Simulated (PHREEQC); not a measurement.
# Alkaline etch or developer: an equilibrium model

Consider water at 20 °C with 0.11 mol NH3, 0.0013 mol Na2SiO3 and 0.012 mol K3PO4 per kg of water. Closed to the air; pH follows from the charge balance.

Equilibrium calculation in PHREEQC: ion-association model, phreeqc.dat.

Each row changes one thing in this solution. No solid was allowed to form.

```
case                                  pH  ionic strength (mol/kgw)  PO4-3 (mol/kgw)  HPO4-2 (mol/kgw)  H3SiO4- (mol/kgw)  NH4+ (mol/kgw)  SI of Quartz (SiO2)
---------------------------------  -----  ------------------------  ---------------  ----------------  -----------------  --------------  -------------------
as made                            11.94                    0.0632          0.00623           0.00559            0.00120        0.000412                -0.99
diluted 5-fold with water          11.50                    0.0112         0.000436           0.00194           0.000249        0.000194                -1.19
diluted 100-fold with water        10.49                       ___          1.72e-6          0.000118            1.03e-5         8.45e-5                  ___
temperature from 20 to 70 °C       10.76                    0.0540          0.00183           0.00986            0.00119        0.000280                  ___
K3PO4 from 0.012 to 0.006 mol/kgw  11.82                    0.0317          0.00233           0.00359            0.00122        0.000498                  ___
```

Problem. Complete the blanks.

Solution. 
- diluted 100-fold with water, ionic strength (mol/kgw): 0.000594
- diluted 100-fold with water, SI of Quartz (SiO2): -1.52
- temperature from 20 to 70 °C, SI of Quartz (SiO2): -1.06
- K3PO4 from 0.012 to 0.006 mol/kgw, SI of Quartz (SiO2): -0.84

Constants without temperature data keep their 25 °C values here.
